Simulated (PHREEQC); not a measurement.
Make-up at 20 °C: 0.0076 mol HBr and 0.28 mol MnSO4 per kg of water. Closed to the air; pH follows from the charge balance.

The numbers come from PHREEQC with the ion-association model, phreeqc.dat.

| quantity | before | after |
|---|---|---|
| pH | 2.78 | 2.92 |
| ionic strength (mol/kgw) | 0.576 | 0.490 |
| Mn+2 (mol/kgw) | 0.145 | 0.124 |
| SO4-2 (mol/kgw) | 0.139 | 0.118 |
| MnSO4 (mol/kgw) | 0.135 | 0.156 |
| HSO4- (mol/kgw) | 0.00540 | 0.00601 |

**Question.** Name the change that produced these shifts.
A) HBr from 0.0076 to 0.0152 mol/kgw
B) temperature from 20 to 45 °C
C) 0.059 mol/kgw HNO3 added
D) diluted 2-fold with water
E) temperature from 20 to 70 °C

**Answer.** B, temperature from 20 to 45 °C

No solid was allowed to form. Constants without temperature data keep their 25 °C values here.
